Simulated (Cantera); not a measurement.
Charge: 1 mol MgO, 0.33 mol CH4, 0.83 mol H2, held at 1825 K.

Equilibrium computed with Cantera from the NASA thermochemical tables; the gas is ideal and each condensed phase is pure. Candidate condensed phases: C, C6H6, C7H8, C8H18, H2O, Mg, MgCO3, MgO, Mg(OH)2; 116 gas species. The tables' values for MgH are old estimates; treat these amounts as uncertain. Rates play no part.

log p: log10 of the partial pressure in bar; n: condensed amount in mol.

```tsv
P (Pa)	log p H2	log p Mg	log p CO	log p H	log p H2O	n MgO(s)	n C(graphite)
10	-4.22	-4.74	-4.84	-5.46	-5.49	0.591	0
100	-3.17	-3.81	-3.82	-4.94	-5.38	0.660	0
1000	(withheld)	(withheld)	(withheld)	(withheld)	-5.36	0.669	0
10000	-1.16	-1.82	-1.81	-3.94	-5.36	0.670	0
100000	(withheld)	-1.21	-1.20	(withheld)	(withheld)	(withheld)	(withheld)
1000000	0.99	-1.22	-1.20	-2.86	-3.81	0.990	0.310
```

Problem. Fill in the missing entries.

Solution. 
- 1000, log p H2: -2.16
- 1000, log p Mg: -2.81
- 1000, log p CO: -2.81
- 1000, log p H: -4.44
- 100000, log p H2: -0.06
- 100000, log p H: -3.39
- 100000, log p H2O: -4.86
- 100000, n MgO(s): 0.894
- 100000, n C(graphite): 0.222
